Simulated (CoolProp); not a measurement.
A simple Rankine cycle with n-pentane: condensing at 321.15 K, boiler at 2.26 MPa, turbine inlet 446.2 K, turbine efficiency 0.65, pump efficiency 0.6, no recuperator. Each further row changes one setting.

Model: reference Helmholtz-energy equation of state, Thol 2019, in CoolProp.

```json
[
 {"case": "as stated", "thermal efficiency (%)": "11.9", "net work (kJ/kg)": "63.2", "heat in (kJ/kg)": "530", "turbine exit temperature (K)": "382.5", "volume ratio over the turbine": "20.7"},
 {"case": "turbine inlet 466.2 K", "thermal efficiency (%)": "11.8", "net work (kJ/kg)": "70.2", "heat in (kJ/kg)": "593", "turbine exit temperature (K)": "408.8", "volume ratio over the turbine": "18.4"},
 {"case": "condensing temperature 313.15 K", "thermal efficiency (%)": "12.7", "net work (kJ/kg)": "69.9", "heat in (kJ/kg)": "550", "turbine exit temperature (K)": "378.7", "volume ratio over the turbine": "26.7"},
 {"case": "boiler pressure 1.58 MPa", "thermal efficiency (%)": "10.9", "net work (kJ/kg)": "61.4", "heat in (kJ/kg)": "564", "turbine exit temperature (K)": "399.5", "volume ratio over the turbine": "12.0"},
 {"case": "turbine efficiency 0.55", "thermal efficiency (%)": "9.9", "net work (kJ/kg)": "52.5", "heat in (kJ/kg)": "530", "turbine exit temperature (K)": "387.6", "volume ratio over the turbine": "21.0"}
]
```
